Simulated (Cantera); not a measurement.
What does this Cantera script print?

```python
import numpy as np
import cantera as ct

gas = ct.Solution("gri30.yaml")
gas.TPX = 623, 100000, {'C2H6': 1, 'O2': 3.57, 'N2': 13.4, 'H2O': 1.8}
flame = ct.FreeFlame(gas, width=0.04)
flame.set_refine_criteria(ratio=3, slope=0.08, curve=0.16)
flame.transport_model = "mixture-averaged"
flame.solve(loglevel=0, auto=True)
z, T = flame.grid, flame.T
thick = (T[-1] - T[0]) / np.gradient(T, z).max()
show = ['C2H6', 'O2', 'H2O', 'H2', 'H2O2', 'HO2']
print(f"laminar burning velocity  {flame.velocity[0] * 100:.3f} cm/s")
print(f"burnt temperature         {T[-1]:.1f} K")
print(f"thermal thickness         {thick * 1e3:.4f} mm")
print(f"grid points               {len(z)}")
z0 = z[flame.heat_release_rate.argmax()]
print(f"{'z/mm':>9s}{'T/K':>9s}{'u/(m/s)':>9s}" + "".join(f"{s:>11s}" for s in show))
rows = []
for k in (-3, -2, -1.5, -1, -0.5, -0.25, 0, 0.25, 0.5, 1, 2, 4, 8):
    zz = z0 + k * thick
    rows.append([k * thick, np.interp(zz, z, T), np.interp(zz, z, flame.velocity),
                 *(np.interp(zz, z, flame.X[gas.species_index(s)]) for s in show)])
    print(f"{rows[-1][0] * 1e3:9.3f}{rows[-1][1]:9.1f}{rows[-1][2]:9.3f}" + "".join(f"{x:11.3e}" for x in rows[-1][3:]))
```

Result:

```
laminar burning velocity  119.103 cm/s
burnt temperature         2289.7 K
thermal thickness         0.3516 mm
grid points               140
     z/mm      T/K  u/(m/s)       C2H6         O2        H2O         H2       H2O2        HO2
   -1.055    623.2    1.193  5.053e-02  1.804e-01  9.099e-02  1.090e-03  7.683e-08  2.572e-07
   -0.703    625.0    1.198  5.042e-02  1.799e-01  9.114e-02  2.969e-03  8.212e-07  2.746e-06
   -0.527    631.0    1.213  5.023e-02  1.790e-01  9.188e-02  5.168e-03  3.330e-06  1.128e-05
   -0.352    672.5    1.301  4.914e-02  1.747e-01  9.665e-02  9.474e-03  1.971e-05  7.593e-05
   -0.176    967.5    1.910  3.743e-02  1.471e-01  1.244e-01  1.698e-02  7.983e-05  3.638e-04
   -0.088   1334.8    2.689  1.750e-02  1.103e-01  1.558e-01  2.120e-02  4.668e-05  3.082e-04
    0.000   1704.8    3.492  1.261e-03  6.564e-02  1.879e-01  2.192e-02  2.202e-06  1.455e-04
    0.088   1862.5    3.817  3.967e-06  3.908e-02  2.024e-01  1.763e-02  5.170e-07  2.243e-05
    0.176   1913.0    3.903  2.752e-09  2.927e-02  2.053e-01  1.534e-02  4.240e-07  1.032e-05
    0.352   1972.0    3.995  1.282e-14  2.339e-02  2.060e-01  1.475e-02  3.504e-07  7.426e-06
    0.703   2044.0    4.118  1.009e-19  1.981e-02  2.093e-01  1.362e-02  2.639e-07  5.334e-06
    1.407   2122.2    4.254  4.026e-27  1.664e-02  2.151e-01  1.127e-02  1.918e-07  3.536e-06
    2.813   2193.7    4.377  6.663e-29  1.354e-02  2.208e-01  8.700e-03  1.414e-07  2.258e-06
```

Model: GRI-Mech 3.0 (53 species, 325 reactions), integrated in Cantera. Burning velocities carry a grid error of a few per cent, more on coarse grids.
